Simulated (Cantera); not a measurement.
Feed: 1 mol Si₂Cl₆, 0.25 mol N₂, 88 mol H₂, equilibrated at 1275 K and 67.0 Pa.

These are equilibrium values from Cantera (NASA tables, ideal gas, pure condensed phases), not measurements of a reactor. Candidate condensed phases: NH₄Cl, Si, Si₃N₄; 28 gas species. The feed counts by its element totals alone. N₂ is the only nitrogen source here; it is nearly inert below about 1500 K, so the nitride shown seldom forms there in practice. Mutual solubility and eutectic melting of coexisting phases are not modelled. The tables' values for SiCl₃ are old estimates; treat these amounts as uncertain. Kinetics and transport are ignored.

Base state: H₂ 0.941, HCl 0.0510, SiCl₂ 0.00718, N₂ 0.000379, SiCl₃ 0.000135, H 2.76e-5, SiCl₄ 1.66e-5, SiHCl₃ 1.23e-5 (mole fractions); condensed: Si(s) + Si₃N₄(s).

What changes in the equilibrium state with this change: N₂ from 0.25 to 1.1 mol?


```csv
species,before,after
H₂,0.941,0.938
HCl,0.0510,0.0555
SiCl₂,0.00718,0.00499
N₂,0.000379,0.000846
SiHCl₃,1.23e-5,9.33e-6
SiCl₃,0.000135,0.000102
"Si(s), mol",1.01,0
"Si₃N₄(s), mol",0.108,0.511
```
